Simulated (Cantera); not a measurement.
An adiabatic, constant-volume homogeneous reactor starts with H2 : O2 : N2 : NO = 1 : 1.11 : 4.18 : 0.016 (molar parts), at 1748 K and 2780 Torr.

Cantera simulation using GRI-Mech 3.0 (53 species, 325 reactions); the numbers are that mechanism's predictions, not measurements. The hydrogen kinetics of GRI-Mech 3.0 are dated; newer H2 mechanisms differ, most at raised pressure.

**Question.** Predict: time of steepest temperature rise; temperature at 1.00 s; equilibrium temperature; x(H2) at 1.00 s; x(O2) at 1.00 s; x(NO) at 1.00 s; x(N2) at 1.00 s; x(N2O) at 1.00 s; x(NO2) at 1.00 s.

**Answer.** 
| Item | Result |
|---|---|
| time of steepest temperature rise | 2.06 µs |
| temperature at 1.00 s | 2803 K |
| equilibrium temperature | 2803 K |
| x(H2) at 1.00 s | 0.00487 (gas-phase equilibrium 0.00487) |
| x(O2) at 1.00 s | 0.0878 (gas-phase equilibrium 0.0878) |
| x(NO) at 1.00 s | 0.0226 (gas-phase equilibrium 0.0226) |
| x(N2) at 1.00 s | 0.700 (gas-phase equilibrium 0.700) |
| x(N2O) at 1.00 s | 2.81e-6 (gas-phase equilibrium 2.81e-6) |
| x(NO2) at 1.00 s | 2.31e-5 (gas-phase equilibrium 2.31e-5) |
